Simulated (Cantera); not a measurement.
# Pyrogenic steam for wet oxidation

A perfectly stirred reactor is fed with 35.9 % H₂, 25.6 % O₂, 38.5 % N₂, equivalence ratio 0.70, at 1.00 bar; it is held at 1225 K, and followed from long to short residence time.

Cantera simulation using the H2/O2 subset of GRI-Mech 3.0, which has no nitrogen chemistry; the numbers are that mechanism's predictions, not measurements. The temperature is held fixed by assumption; the heat of reaction is taken as removed at once.

```csv
τ (s),x H₂,x O₂,x O,x OH,x H₂O₂,x HO₂,x H₂O
2.9,0.000245,0.0938,1.04e-6,3.20e-5,2.82e-7,9.71e-6,0.437
1.4,0.000407,0.0939,1.93e-6,3.97e-5,5.53e-7,1.54e-5,0.437
0.65,0.000673,0.0940,3.75e-6,5.14e-5,1.09e-6,2.38e-5,0.437
0.31,0.00106,0.0942,7.11e-6,6.77e-5,1.99e-6,3.46e-5,0.436
0.15,0.00162,0.0944,1.32e-5,9.12e-5,3.28e-6,4.78e-5,0.435
0.069,0.00246,0.0948,2.52e-5,0.000129,5.05e-6,6.44e-5,0.434
0.033,0.00356,0.0952,4.62e-5,0.000184,6.83e-6,8.18e-5,0.433
0.016,0.00504,0.0959,8.23e-5,0.000265,8.42e-6,9.98e-5,0.431
0.0073,0.00728,0.0968,0.000151,0.000396,9.84e-6,0.000120,0.428
0.0035,0.0103,0.0980,0.000259,0.000575,1.10e-5,0.000138,0.424
```
x: mole fraction; the columns are a selection and need not sum to one.
